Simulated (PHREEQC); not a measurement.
A made-up water analysis in mg/kgw, 54 °C, pH 5.62, pe 10.3:

```csv
constituent,mg/kgw
Na,2.96
K,1.11
Ca,2.66
Mg,0.322
Cl,5.76
S(6) as SO4,5.01
Alkalinity as HCO3,3.71
O(0) (dissolved oxygen),0.0452
```

Na is adjusted to close the charge balance.
Valence states are taken as typed.

Model: ion-association model, phreeqc.dat, run in PHREEQC.

```yaml
ionic_strength: 0.000458 mol/kgw
```

| species | molality | activity | log γ |
|---|---|---|---|
| CO2 | 0.000285 | 0.000285 | 0.000 |
| Cl- | 0.000162 | 0.000158 | -0.011 |
| Na+ | 0.000140 | 0.000136 | -0.011 |
| Ca+2 | 6.57e-5 | 5.93e-5 | -0.044 |
| HCO3- | 6.32e-5 | 6.16e-5 | -0.011 |
| SO4-2 | 5.12e-5 | 4.62e-5 | -0.045 |
| K+ | 2.84e-5 | 2.77e-5 | -0.011 |
| Mg+2 | 1.30e-5 | 1.17e-5 | -0.044 |
| H+ | 2.46e-6 | 2.40e-6 | -0.011 |
| O2 | 1.41e-6 | 1.41e-6 | 0.000 |
| CaSO4 | 5.94e-7 | 5.95e-7 | 0.000 |
| MgSO4 | 2.51e-7 | 2.51e-7 | 0.000 |
| CaHCO3+ | 6.17e-8 | 6.01e-8 | -0.011 |
| NaSO4- | 3.83e-8 | 3.74e-8 | -0.011 |

Precipitation was switched off in this run. Away from 25 °C the constants follow the database's enthalpies or fits; those with neither stay at their 25 °C values.
